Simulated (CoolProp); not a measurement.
R125 along the isobar 3.79 MPa: density (kg/m³) from the reference equation and from simpler models built on Tc = 339.2 K, pc = 3.618 MPa, ω = 0.305; each cubic takes its own stable root.

Model: reference Helmholtz-energy equation of state, Lemmon 2005, in CoolProp.

```json
[
 {"T (K)": "252.9", "phase": "liquid", "reference": "1424"},
 {"T (K)": "257.5", "phase": "liquid", "reference": "1407"},
 {"T (K)": "262.1", "phase": "liquid", "reference": "1388"},
 {"T (K)": "266.7", "phase": "liquid", "reference": "1369"},
 {"T (K)": "271.2", "phase": "liquid", "reference": "1351"},
 {"T (K)": "275.8", "phase": "liquid", "reference": "1331"},
 {"T (K)": "280.4", "phase": "liquid", "reference": "1310"},
 {"T (K)": "285", "phase": "liquid", "reference": "1289"},
 {"T (K)": "289.5", "phase": "liquid", "reference": "1267"},
 {"T (K)": "294.1", "phase": "liquid", "reference": "1244"},
 {"T (K)": "298.7", "phase": "liquid", "reference": "1219"},
 {"T (K)": "303.2", "phase": "liquid", "reference": "1194"}
]
```

Question: How far does each simpler model (van der Waals, Redlich-Kwong, Peng-Robinson) lie from the reference over these 12 states: mean and median of the absolute difference, and the worst?

Answer: 
- van der Waals: mean 38.1 %, median 38.1 %, worst -38.4 % at 252.9 K and 3.79 MPa
- Redlich-Kwong: mean 14.3 %, median 14.1 %, worst -16.4 % at 303.2 K and 3.79 MPa
- Peng-Robinson: mean 1.9 %, median 2.0 %, worst +3.3 % at 252.9 K and 3.79 MPa
